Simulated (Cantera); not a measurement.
What does this Cantera script print?

```python
import numpy as np
import cantera as ct

gas_names = [...]  # 113 gases of nasa_gas.yaml made of C, H, O, Pb
cond_names = """
    C(gr) C6H6(L) C7H8(L) C8H18(L),n-octa H2O(s) H2O(L) Pb(cr) Pb(L) PbO(rd) PbO(yw) PbO(L) PbO2(s)
    Pb3O4(s)
""".split()


# ... load() reads the species with a 1 bar reference pressure and builds the phases ...
atoms = {
    'PbO': {'Pb': 1, 'O': 1},
    'CO': {'C': 1, 'O': 1},
    'H2': {'H': 2},
}
top_T = {'C(gr)': 4500, 'Pb3O4(s)': 820}  # K; cautious upper limits of use, not melting points


# ... equilibrate(T, P, feed) seeds the gas with the atoms and calls Mixture.equilibrate('TP', solver="vcs", rtol=1e-11, max_steps=5000) ...
results = []
feed = {'PbO': 1, 'CO': 1.5, 'H2': 9.6}  # mol
T = 1275  # K
for P in [10, 42, 180, 750, 3200, 13000, 56000, 240000, 1000000]:
    mix = equilibrate(T, P, feed)
    results.append((T, P, feed, dict(zip(mix.species_names, mix.species_moles))))

top = {s: max(r[3][s] / sum(r[3][g] for g in gas_names) for r in results) for s in gas_names}
cols = sorted((s for s in top if top[s] > 0.001), key=lambda s: -top[s])[:7]
seen = [c for c in cond_names if any(r[3].get(c, 0) > 1e-12 for r in results)]
print("log10 of partial pressures in bar; condensed amounts in mol")
print(f"{'P/Pa':>10s}" + "".join(f"{s[:9]:>10s}" for s in cols + seen))
for T, P, feed, n in results:
    ng = sum(n[g] for g in gas_names)
    print(f"{P:10.4g}" + "".join(f"{np.log10(max(n[s] / ng * P / 1e5, 1e-99)):10.3f}" for s in cols)
          + "".join(f"{n.get(c, 0):10.4g}" for c in seen))
```

Result:

```
log10 of partial pressures in bar; condensed amounts in mol
      P/Pa        H2        CO       H2O        Pb       CO2       CH4     Pb(L)
        10    -4.144    -4.933    -5.123    -5.083    -6.134   -16.208         0
        42    -3.521    -4.310    -4.500    -4.460    -5.510   -14.338         0
       180    -2.889    -3.678    -3.868    -3.828    -4.878   -12.442         0
       750    -2.269    -3.058    -3.248    -3.208    -4.259   -10.583         0
      3200    -1.628    -2.417    -2.607    -2.724    -3.617    -8.659    0.3047
   1.3e+04    -0.999    -1.788    -1.978    -2.724    -2.989    -6.773    0.8366
   5.6e+04    -0.360    -1.149    -1.339    -2.724    -2.349    -4.855    0.9625
   2.4e+05     0.273    -0.517    -0.703    -2.724    -1.715    -2.961    0.9913
     1e+06     0.888     0.085    -0.048    -2.724    -1.072    -1.168    0.9979
```

Equilibrium computed with Cantera from the NASA thermochemical tables; the gas is ideal and each condensed phase is pure.
